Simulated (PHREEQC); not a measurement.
0.041 g of hydrous ferric oxide (600 m²/g; 0.2 weak and 0.005 strong sites per Fe, Dzombak-Morel constants, diffuse double layer) in 1 kg of water with 0.05 mol/kgw of an inert sodium salt and 0.013 mmol/kgw ZnSO4, at 25 °C; the pH is set by adding NaOH or the inert anion's acid. Oxygen alone is held at its pressure in air (log pO2 = -0.68). The system is closed to CO2. Nothing may precipitate in this run.

Base run: PHREEQC, ion-association model, wateq4f.dat. Each further column changes one thing. The table gives Zn sorbed (%).

| pH | base | no electrostatic term (-no_edl) | background salt from 0.05 to 0.005 mol/kgw | oxide from 0.041 to 0.21 g/kgw | 6e-05 mol/kgw BaCl2 added |
|---|---|---|---|---|---|
| 4 | 0.0 | 0.0 | 0.0 | 0.0 | 0.0 |
| 5.33 | 1.2 | 2.3 | 1.5 | 5.3 | 1.2 |
| 6 | 9.0 | 14.6 | 10.0 | 36.0 | 9.0 |
| 6.67 | 23.3 | 40.7 | 24.7 | 78.1 | 23.3 |
| 8 | 94.0 | 97.1 | 95.4 | 99.8 | 93.9 |
| 9.33 | 99.3 | 91.1 | 99.5 | 100.0 | 99.1 |
| 10 | 99.0 | 46.4 | 99.4 | 100.0 | 97.4 |
| 10.67 | 97.8 | 15.1 | 99.0 | 99.9 | 83.7 |
| 12 | 50.9 | 0.0 | 75.9 | 95.9 | 0.9 |

 In at least one series the solution becomes supersaturated in solids that the run did not let form, among them Zn(OH)2-e.
